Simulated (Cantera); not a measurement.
A freely propagating, adiabatic, planar premixed flame of CH3OH : O2 : N2 = 1 : 1.72 : 6.48 (molar parts), equivalence ratio 0.87, unburnt at 700 K and 0.480 bar; mixture-averaged transport, grid criteria slope 0.08 and curve 0.16, no radiation.

Cantera simulation using GRI-Mech 3.0 (53 species, 325 reactions); the numbers are that mechanism's predictions, not measurements. GRI-Mech 3.0 was tuned for natural gas; its chemistry of methanol as a main component is partial and can be far from experiment. Burning velocities carry a grid error of a few per cent, more on coarse grids.

x: mole fraction of selected species; z is measured from the peak of heat release.

| z (mm) | T (K) | u (m/s) | x CH3OH | x O2 | x N2O | x CH4 | x CO | x NO |
|---|---|---|---|---|---|---|---|---|
| -1.51 | 700 | 1.78 | 0.108 | 0.187 | <1e-8 | 2.89e-8 | 9.19e-6 | <1e-8 |
| -1.01 | 702 | 1.79 | 0.108 | 0.186 | <1e-8 | 2.75e-7 | 0.000101 | <1e-8 |
| -0.756 | 710 | 1.81 | 0.107 | 0.184 | <1e-8 | 1.14e-6 | 0.000469 | <1e-8 |
| -0.504 | 756 | 1.95 | 0.104 | 0.179 | <1e-8 | 5.75e-6 | 0.00272 | 1.09e-8 |
| -0.252 | 1022 | 2.71 | 0.0807 | 0.154 | <1e-8 | 3.11e-5 | 0.0173 | 1.10e-7 |
| -0.126 | [?] | 3.68 | [?] | [?] | [?] | [?] | [?] | [?] |
| 0 | 1717 | 4.80 | [?] | [?] | [?] | [?] | 0.0639 | [?] |
| 0.126 | 1840 | 5.18 | 0.000107 | 0.0649 | 6.22e-8 | 2.28e-5 | 0.0634 | 1.54e-6 |
| 0.252 | 1871 | 5.25 | 4.38e-7 | 0.0527 | 6.83e-8 | 2.36e-6 | 0.0529 | 2.31e-6 |
| 0.504 | 1915 | 5.34 | <1e-8 | 0.0441 | 7.24e-8 | 1.52e-8 | 0.0389 | 4.02e-6 |
| 1.01 | 1974 | 5.47 | <1e-8 | 0.0397 | 7.33e-8 | <1e-8 | 0.0292 | 7.55e-6 |
| 2.02 | 2050 | 5.65 | <1e-8 | 0.0369 | 7.93e-8 | <1e-8 | 0.0251 | 1.45e-5 |
| 4.03 | 2137 | 5.85 | <1e-8 | 0.0340 | 9.27e-8 | <1e-8 | 0.0218 | 2.87e-5 |

### Question
What belongs in the gaps?

### Answer

- -0.126, T (K): 1352
- -0.126, x CH3OH: 0.0451
- -0.126, x O2: 0.123
- -0.126, x N2O: 2.55e-8
- -0.126, x CH4: 6.31e-5
- -0.126, x CO: 0.0384
- -0.126, x NO: 3.53e-7
- 0, x CH3OH: 0.00703
- 0, x O2: 0.0876
- 0, x N2O: 5.13e-8
- 0, x CH4: 7.92e-5
- 0, x NO: 8.63e-7
